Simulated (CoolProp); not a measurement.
Vapour-liquid equilibrium of trans-2-butene (1) + acetone (2) at 0.0422 MPa; x and y are mole fractions of (1).

The numbers come from the multi-fluid Helmholtz-energy mixture model, Lemmon 2005 and Lemmon 2006; pair parameters Bell 2016 in CoolProp.

| x | bubble temperature (K) | y at the bubble point | dew temperature at overall composition x (K) | liquid density (mol/L) |
|---|---|---|---|---|
| 0.05 | 287.5 | 0.564 | 304.5 | 13.53 |
| 0.125 | 272.4 | 0.807 | 302.6 | 13.56 |
| 0.2 | 264.9 | 0.879 | 300.5 | 13.45 |
| 0.275 | 260.9 | 0.909 | 298.3 | 13.28 |
| 0.35 | 258.7 | 0.923 | 295.9 | 13.08 |
| 0.425 | 257.5 | 0.931 | 293.2 | 12.88 |
| 0.5 | 256.9 | 0.935 | 290.3 | 12.67 |
| 0.575 | 256.4 | 0.938 | 287.0 | 12.47 |
| 0.65 | 256.1 | 0.941 | 283.2 | 12.28 |
| 0.725 | 255.7 | 0.945 | 278.7 | 12.10 |
| 0.8 | 255.1 | 0.952 | 273.0 | 11.94 |
| 0.875 | 254.5 | 0.962 | 265.4 | 11.79 |
| 0.95 | 253.7 | 0.981 | 255.3 | 11.65 |

No azeotrope shows between x = 0.05 and 0.95.

The pair parameters rest on a limited set of measurements; away from them the model extrapolates. With so large a gap from Raoult's law the liquid may split in two, which this calculation doesn't test in full.
